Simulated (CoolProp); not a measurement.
Vapour-liquid equilibrium of ethylene (1) + isobutane (2) at 0.0592 MPa; x and y are mole fractions of (1).

Computed with CoolProp (multi-fluid Helmholtz-energy mixture model, Smukala 2000 and Bücker 2006; pair parameters Bell 2016).

Question: Give the bubble temperature and the first vapour's composition at x = 0.25, 0.35, 0.95. Is there an azeotrope?

Answer: x = 0.25: 187.8 K, y = 0.981; x = 0.35: 180.4 K, y = 0.991; x = 0.95: 161.6 K, y = 1.000. No azeotrope shows between x = 0.05 and 0.95.

Pair parameters are fitted to limited data, so mixtures are less certain than the pure fluids.
